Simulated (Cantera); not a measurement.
# Stirred combustor or abatement burner

A perfectly stirred reactor is fed with 38.7 % H₂, 12.9 % O₂, 48.4 % N₂, at 6150 Torr; it is adiabatic with a 325 K inlet, and is followed from long to short residence time, starting on the burning branch (τ in s: 0.31, 0.1, 0.035, 0.012, 0.004, 0.0014, 0.00046, 0.00015, 5.2e-05, 1.7e-05, 5.9e-06).

Cantera simulation using the H2/O2 subset of GRI-Mech 3.0, which has no nitrogen chemistry; the numbers are that mechanism's predictions, not measurements. The hydrogen kinetics of GRI-Mech 3.0 are dated; newer H2 mechanisms differ, most at raised pressure.

```tsv
τ (s)	T (K)	x H₂	x O₂	x H₂O₂	x H	x HO₂
0.31	2280	0.148	4.10e-6	5.09e-9	0.00121	4.68e-9
0.10	2279	0.148	8.88e-6	6.09e-9	0.00126	7.47e-9
0.035	2278	0.148	2.04e-5	8.76e-9	0.00140	1.51e-8
0.012	2275	0.148	4.63e-5	1.61e-8	0.00174	3.76e-8
0.0040	2269	0.148	9.85e-5	3.60e-8	0.00248	1.08e-7
0.0014	2257	0.147	0.000191	8.14e-8	0.00381	3.08e-7
0.00046	2236	0.146	0.000379	1.81e-7	0.00621	9.12e-7
0.00015	2201	0.145	0.000764	3.59e-7	0.0102	2.48e-6
5.2e-5	2147	0.144	0.00151	6.17e-7	0.0160	5.85e-6
1.7e-5	2057	0.143	0.00318	1.06e-6	0.0251	1.40e-5
5.9e-6	1930	0.144	0.00671	1.84e-6	0.0360	3.36e-5
```
x: mole fraction; the columns are a selection and need not sum to one.
